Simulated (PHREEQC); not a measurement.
# Acid mine or pickling water

Model water analysis in mg/kgw, 25 °C, pH 2.98, pe 9.8: Na 52.7; K 0.481; Ca 132; Mg 28.1; Cl 137; S(6) as SO4 474; Fe(3) 0.0657; O(0) (dissolved oxygen) 0.0896.

Cl is adjusted to close the charge balance.
Valence states are taken as typed.

The numbers come from PHREEQC with the ion-association model, wateq4f.dat.

No solid was allowed to form.

Question: What ionic strength does the model give?

Answer: ionic strength 0.0176 mol/kgw.

Question: In which forms is S present?

Answer: SO4-2 75 %, CaSO4 14 %, MgSO4 5.6 %, HSO4- 5.2 %, NaSO4- 0.5 % of the S.

Examples of supersaturated solids here: Hematite (slow to form), Goethite (slow to form). Others may be too.
